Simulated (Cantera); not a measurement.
Feed: 1 mol Si, 1 mol HCl, 0.62 mol H₂, held at 8.20 bar.

Cantera equilibrium calculation (NASA polynomials, part measured and part estimated; ideal gas, pure solids and liquids). Candidate condensed phases: Si; 19 gas species. Equilibrium is a limit: real reactors are often held back by kinetics, nucleation or transport.

Over these rows the condensed part is Si(s). Partial pressures as log10 of bar:

| T (K) | 1000/T (1/K) | log p SiCl₂ | log p H₂ | log p SiCl₄ | log p SiHCl₃ |
|---|---|---|---|---|---|
| 798 | 1.2531 | -5.23 | 0.81 | -0.05 | -0.08 |
| 898 | 1.1136 | -4.06 | 0.81 | -0.05 | -0.10 |
| 998 | 1.0020 | -3.14 | 0.81 | -0.04 | -0.11 |
| 1098 | 0.9107 | -2.39 | 0.80 | -0.05 | -0.13 |
| 1198 | 0.8347 | -1.78 | 0.80 | -0.06 | -0.16 |
| 1298 | 0.7704 | ? | 0.79 | -0.09 | -0.19 |

Question: Fit log p(SiCl₂) = a + b·(1000/T) to the five rows, give the apparent enthalpy, and predict the row at 1298 K.

Answer: Means: 1000/T = 1.0228, log p = -3.320. Sxy = -0.904736, Sxx = 0.1096634, so b = -8.25 and a = -3.320 − (-8.25)×1.0228 = 5.12.
Apparent enthalpy: −19.145 × (-8.25) = 158 kJ/mol. With the condensed phases at unit activity, 1/2 Si(s) + 1/2 SiCl₄(g) = SiCl₂(g) links this pressure to the main gases: over the six rows their terms move log p by -0.02 in all, so the slope is close to that reaction's ΔH°. The five rows lie within 0.01 of the line.
Prediction at 1298 K: 5.12 + (-8.25)×0.7704 = -1.24. The computed value is -1.27, 0.03 from the line.
